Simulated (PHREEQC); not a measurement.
Make-up at 25 °C: 6.6e-05 mol K2SiO3 and 0.024 mol K2CO3 per kg of water. Closed to the air; pH follows from the charge balance.

The numbers come from PHREEQC with the ion-association model, phreeqc.dat.

No solid was allowed to form.

Task: Estimate the pH, density, specific conductance.

Result: pH 11.15; density 1.000 g/cm³; specific conductance 5720 µS/cm.

Task: In which forms is C present?

Result: CO3-2 93 %, HCO3- 7.3 % of the C.

Complexes and solids missing from the database can't appear.
